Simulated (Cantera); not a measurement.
An isothermal, constant-pressure homogeneous reactor starts with C2H6 : N2 = 1 : 4.2 (molar parts), at 1775 K and 1900 Pa.

Computed with Cantera and GRI-Mech 3.0 (53 species, 325 reactions). GRI-Mech 3.0 stops at C3 and has no aromatics, soot or wall deposition, so with more carbon than oxygen in the feed, carbon stays in small species such as C2H2 where larger ones or solid carbon would form. Radical loss at walls, strong at low pressure, is not modelled.

x: mole fraction; the columns are a selection and need not sum to one.

```
t (s)      x C2H6     x CH4    x C2H4   x H2    x HCN       x H     x CH3
-------  --------  --------  --------  -----  -------  --------  --------
0.00100  0.000339    0.0566    0.0321  0.174      [?]   0.00175    0.0108
0.00403   3.98e-5    0.0491   0.00675  0.210  6.81e-6  0.000706   0.00317
0.0163    1.31e-5    0.0405  0.000940  0.226  7.15e-6  0.000483   0.00169
0.0656    5.38e-6    0.0260  0.000332  0.244      [?]  0.000516   0.00109
0.265     8.77e-7   0.00874   6.44e-5  0.266      [?]  0.000713  0.000469
1.07      3.56e-8   0.00139   2.18e-5  0.275      [?]   0.00103  0.000105
4.30      1.28e-9  0.000247   2.02e-5  0.277      [?]   0.00111   2.00e-5
17.4     1.83e-10   8.04e-5   2.02e-5  0.277      [?]   0.00111   6.52e-6
70.0     1.50e-10   6.92e-5   2.02e-5  0.277      [?]   0.00111   5.61e-6
```

**Question.** What belongs in the gaps?

**Answer.** 
- 0.00100, x HCN: 6.15e-6
- 0.0656, x HCN: 7.88e-6
- 0.265, x HCN: 1.04e-5
- 1.07, x HCN: 1.74e-5
- 4.30, x HCN: 2.71e-5
- 17.4, x HCN: 3.72e-5
- 70.0, x HCN: 6.10e-5
